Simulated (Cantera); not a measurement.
Charge: 1 mol TiO2, 1.1 mol CH4, 1.3 mol H2, equilibrated at 0.540 bar.

These are equilibrium values from Cantera (NASA tables, ideal gas, pure condensed phases), not measurements of a reactor. Candidate condensed phases: C, C6H6, C7H8, C8H18, H2O, Ti, TiC, TiO, TiO2, Ti2O3, Ti3O5, Ti4O7; 113 gas species. Mutual solubility and eutectic melting of coexisting phases are not modelled. TiC: taken at fixed stoichiometry. Equilibrium is a limit: real reactors are often held back by kinetics, nucleation or transport.

Task: Which condensed phases are stable at each of these points (T (°C)): 1127, 1152, 1177, 1202, 1227, 1252, 1277, 1302, 1327, 1352, 1377?

Result: 
| T (°C) | condensed phases | Ti condensed (%) |
|---|---|---|
| 1127 | C(graphite) + TiC(s) + Ti3O5(s) | 100.0 |
| 1152 | C(graphite) + TiC(s) + Ti3O5(s) | 100.0 |
| 1177 | TiC(s) + Ti3O5(s) | 100.0 |
| 1202 | TiC(s) + Ti3O5(s) | 100.0 |
| 1227 | TiC(s) + Ti2O3(s) | 100.0 |
| 1252 | TiC(s) + Ti2O3(s) | 100.0 |
| 1277 | TiC(s) + Ti2O3(s) | 100.0 |
| 1302 | TiC(s) + Ti2O3(s) | 100.0 |
| 1327 | TiC(s) + Ti2O3(s) | 100.0 |
| 1352 | TiC(s) + Ti2O3(s) | 100.0 |
| 1377 | TiC(s) + Ti2O3(s) | 100.0 |

From 1127 °C to 1152 °C the condensed part is C(graphite) + TiC(s) + Ti3O5(s). From 1177 °C to 1202 °C the condensed part is TiC(s) + Ti3O5(s). From 1227 °C to 1377 °C the condensed part is TiC(s) + Ti2O3(s).
